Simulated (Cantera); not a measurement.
A freely propagating, adiabatic, planar premixed flame of H2 : O2 : N2 = 1 : 0.781 : 2.94 (molar parts), unburnt at 525 K and 1.01 bar; mixture-averaged transport, grid criteria slope 0.08 and curve 0.16, no radiation.

Model: the H2/O2 subset of GRI-Mech 3.0, which has no nitrogen chemistry, integrated in Cantera. Burning velocities carry a grid error of a few per cent, more on coarse grids. Lean hydrogen flames are cellular in practice and burn faster than this planar one.

Q: What does this change do: inlet temperature 525 to 350 K?

A: 
```tsv
quantity	before	after
laminar burning velocity	342 cm/s	132 cm/s
thermal thickness	0.401 mm	0.358 mm
peak x(H2O2)	3.22e-5	7.83e-5
peak x(OH)	0.0120	0.00872
peak x(HO2)	0.000344	0.000398
```

Q: What does this change do: 0.11 parts H2O added?

A: 
```json
[
 {"quantity": "laminar burning velocity", "before": "342 cm/s", "after": "316 cm/s"},
 {"quantity": "thermal thickness", "before": "0.401 mm", "after": "0.391 mm"},
 {"quantity": "peak x(H2O2)", "before": "3.22e-5", "after": "3.62e-5"},
 {"quantity": "peak x(OH)", "before": "0.0120", "after": "0.0113"},
 {"quantity": "peak x(HO2)", "before": "0.000344", "after": "0.000374"}
]
```

Q: What does this change do: inlet temperature 525 to 550 K?

A: 
```csv
quantity,before,after
laminar burning velocity,342 cm/s,384 cm/s
thermal thickness,0.401 mm,0.409 mm
peak x(H2O2),3.22e-5,2.72e-5
peak x(OH),0.0120,0.0124
peak x(HO2),0.000344,0.000330
```
